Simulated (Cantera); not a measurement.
Input: 1 mol Cu₂O, 0.65 mol H₂, held at 1925 K and 0.100 bar.

Cantera equilibrium calculation (NASA polynomials, part measured and part estimated; ideal gas, pure solids and liquids). Candidate condensed phases: Cu, CuO, Cu(OH)₂, Cu₂O, H₂O; 12 gas species. Each liquid is taken as pure. Mutual solubility and eutectic melting of coexisting phases are not modelled. Kinetics and transport are ignored.

Base state: H₂O 0.886, O₂ 0.0849, Cu 0.0208, OH 0.00590, H₂ 0.00154, O 0.000339, CuO 0.000221, H 0.000119 (mole fractions); condensed: Cu(l) + Cu₂O(l).

Task: What changes in the equilibrium state with this change: temperature from 1925 K to 825 K?

Result: 
| species | before | after |
|---|---|---|
| H₂O | 0.886 | 1.000 |
| H₂ | 0.00154 | 1.14e-6 |
| O₂ | 0.0849 | <1e-9 |
| Cu | 0.0208 | <1e-9 |
| OH | 0.00590 | <1e-9 |
| O | 0.000339 | <1e-9 |
| Cu(l), mol | 1.54 | 0 |
| Cu₂O(l), mol | 0.225 | 0 |
| Cu(s), mol | 0 | 1.30 |
| Cu₂O(s), mol | 0 | 0.350 |

Task: What changes in the equilibrium state with this change: pressure from 0.100 bar to 2.10 mbar?

Result: 
| species | before | after |
|---|---|---|
| Cu | 0.0208 | 0.702 |
| H₂O | 0.886 | 0.222 |
| O₂ | 0.0849 | 0.0604 |
| Cu₂ | 6.60e-5 | 0.00157 |
| H | 0.000119 | 0.00117 |
| O | 0.000339 | 0.00197 |
| Cu(l), mol | 1.54 | 0 |
| Cu₂O(l), mol | 0.225 | 0 |

Task: What changes in the equilibrium state with this change: H₂ from 0.65 to 130 mol?

Result: 
```json
[
 {"species": "H₂", "before": "0.00154", "after": "0.974"},
 {"species": "Cu", "before": "0.0208", "after": "0.0151"},
 {"species": "H₂O", "before": "0.886", "after": "0.00756"},
 {"species": "O₂", "before": "0.0849", "after": "<1e-9"},
 {"species": "CuO", "before": "0.000221", "after": "2.16e-9"},
 {"species": "O", "before": "0.000339", "after": "4.57e-9"},
 {"species": "Cu(l), mol", "before": "1.54", "after": "0"},
 {"species": "Cu₂O(l), mol", "before": "0.225", "after": "0"}
]
```
